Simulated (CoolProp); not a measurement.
A simple Rankine cycle with water: condensing at 314.15 K, boiler at 11.8 MPa, turbine inlet 598.3 K, turbine efficiency 0.8, pump efficiency 0.7, no recuperator. Each further row changes one setting.

Model: reference Helmholtz-energy equation of state, Wagner 2002, in CoolProp.

| case | thermal efficiency (%) | net work (kJ/kg) | heat in (kJ/kg) | turbine exit temperature (K) | volume ratio over the turbine |
|---|---|---|---|---|---|
| as stated | 30.5 | 767 | 2520 | 314.1 | 910 |
| turbine inlet 618.3 K | 30.9 | 816 | 2640 | 314.1 | 820 |
| condensing temperature 306.15 K | 31.3 | 799 | 2550 | 306.1 | 1360 |
| boiler pressure 8.26 MPa | 30.0 | 812 | 2710 | 314.1 | 557 |
| turbine efficiency 0.7 | 26.6 | 669 | 2520 | 314.1 | 961 |

The expansion ends wet for: as stated; turbine inlet 618.3 K; condensing temperature 306.15 K; boiler pressure 8.26 MPa; turbine efficiency 0.7.
